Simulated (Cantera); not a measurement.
A closed system holds: 1 mol SiO2, 0.85 mol BCl3, 0.16 mol O2, held at 1223 K and 750 Torr.

Method: chemical equilibrium by Gibbs-energy minimisation in Cantera with the NASA 1993 tables (ideal gas, pure condensed phases). Candidate condensed phases: B, B2O3, Si, SiO2; 27 gas species. Mutual solubility and eutectic melting of coexisting phases are not modelled. The tables' values for BOCl are old estimates; treat these amounts as uncertain. The tables hold silica as quartz up to 1696 K and as liquid above; real silica turns to tridymite and cristobalite and melts near 1996 K. Condensed phases not in the tables: borates and borosilicate glass, alloys, solid solutions and most ternary compounds. The numbers say what is thermodynamically allowed, not how fast it happens.

Base state: Cl2 0.361, BCl3 0.291, SiCl4 0.261, B3O3Cl3 0.0828, Cl 0.00360, BOCl 3.50e-5 (mole fractions); condensed: B2O3(l) + SiO2(β-quartz).

### Question
What changes in the equilibrium state with this change: temperature from 1223 K to 875 K?

### Answer
```
species               before    after
-------------------  -------  -------
SiCl4                  0.261    0.459
Cl2                    0.361    0.386
BCl3                   0.291    0.134
B3O3Cl3               0.0828   0.0211
BOCl                 3.50e-5  3.49e-9
Cl                   0.00360  2.86e-5
B2O3(l), mol           0.187    0.343
SiO2(β-quartz), mol    0.770    0.619
```

### Question
What changes in the equilibrium state with this change: pressure from 750 Torr to 6.75 Torr?

### Answer
```json
[
 {"species": "BCl3", "before": "0.291", "after": "0.429"},
 {"species": "Cl2", "before": "0.361", "after": "0.321"},
 {"species": "B3O3Cl3", "before": "0.0828", "after": "0.122"},
 {"species": "SiCl4", "before": "0.261", "after": "0.0913"},
 {"species": "Cl", "before": "0.00360", "after": "0.0357"},
 {"species": "BOCl", "before": "3.50e-5", "after": "0.000922"},
 {"species": "B2O3(l), mol", "before": "0.187", "after": "0.0485"},
 {"species": "SiO2(β-quartz), mol", "before": "0.770", "after": "0.914"}
]
```
